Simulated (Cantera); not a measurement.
Charge: 1 mol SiC, 0.0091 mol H2O, 260 mol N2, held at 3.30 bar.

These are equilibrium values from Cantera (NASA tables, ideal gas, pure condensed phases), not measurements of a reactor. Candidate condensed phases: C, C6H6, C7H8, C8H18, H2O, Si, SiC, SiO2, Si2N2O, Si3N4; 151 gas species. The numbers say what is thermodynamically allowed, not how fast it happens. All values below are at 1700 K.

Base state: N2 1.000, CO 3.50e-5, H2 2.54e-5, HCN 1.85e-5 (mole fractions); condensed: C(graphite) + Si3N4(s).

What changes in the equilibrium state with this change: H2O from 0.0091 to 3 mol?


```json
[
 {"species": "N2", "before": "1.000", "after": "0.985"},
 {"species": "H2", "before": "2.54e-5", "after": "0.0113"},
 {"species": "CO", "before": "3.50e-5", "after": "0.00378"},
 {"species": "SiO", "before": "5.87e-8", "after": "3.18e-5"},
 {"species": "H2O", "before": "<1e-9", "after": "2.98e-5"},
 {"species": "HCN", "before": "1.85e-5", "after": "8.86e-7"},
 {"species": "C(graphite), mol", "before": "0.986", "after": "0"},
 {"species": "Si3N4(s), mol", "before": "0.333", "after": "0"},
 {"species": "SiO2(condensed), mol", "before": "0", "after": "0.992"}
]
```
The tables hold silica as quartz up to 1696 K and as liquid above; real silica turns to tridymite and cristobalite and melts near 1996 K.
